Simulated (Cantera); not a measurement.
A closed system holds: 1 mol Ti(OiPr)₄, 1.5 mol O₂, 57 mol H₂, at 1398 K and 255 Torr.

Cantera equilibrium calculation (NASA polynomials, part measured and part estimated; ideal gas, pure solids and liquids). Candidate condensed phases: C, C₆H₆, C₇H₈, C₈H₁₈, H₂O, Ti, TiC, TiO, TiO₂, Ti₂O₃, Ti₃O₅, Ti₄O₇; 113 gas species. The feed counts by its element totals alone. TiC: taken at fixed stoichiometry. Rates play no part.

What is the equilibrium state?


| Quantity | Value |
|---|---|
| x(H₂) | 0.909 |
| x(CO) | 0.0897 |
| x(CH₄) | 0.00123 |
| x(H₂O) | 0.000105 |
| x(H) | 7.74e-6 |
| x(CO₂) | 4.80e-6 |
| x(C₂H₂ (acetylene)) | 2.23e-6 |
| n(C(graphite)) | 3.91 mol |
| n(TiC(s)) | 1.00 mol |
| gas amount | 77.90 mol |
| log10 activity of Ti₂O₃(s) (absent) | -0.84 |
| log10 activity of Ti₃O₅(s) (absent) | -1.35 |
| log10 activity of Ti₄O₇(s) (absent) | -2.18 |
